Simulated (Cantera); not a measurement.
A closed system holds: 1 mol SiH2Cl2, 0.048 mol HCl, 14 mol H2, at 7.40 mbar.

Equilibrium computed with Cantera from the NASA thermochemical tables; the gas is ideal and each condensed phase is pure. Candidate condensed phases: Si; 19 gas species. Gases not in the tables: Si2H6 and higher silanes. Rates play no part.

What share of the Si ends up in condensed phases as a function of T (K), at 1023, 1098, 1173, 1248, 1323, 1398, 1473, 1548, 1623, 1698, 1773, 1848, 1923, 1998?


| T (K) | Si condensed (%) | as |
|---|---|---|
| 1023 | 57.3 | Si(s) |
| 1098 | 62.0 | Si(s) |
| 1173 | 64.8 | Si(s) |
| 1248 | 65.2 | Si(s) |
| 1323 | 64.6 | Si(s) |
| 1398 | 63.6 | Si(s) |
| 1473 | 62.6 | Si(s) |
| 1548 | 61.7 | Si(s) |
| 1623 | 60.8 | Si(s) |
| 1698 | 60.2 | Si(l) |
| 1773 | 61.7 | Si(l) |
| 1848 | 62.2 | Si(l) |
| 1923 | 61.0 | Si(l) |
| 1998 | 55.8 | Si(l) |
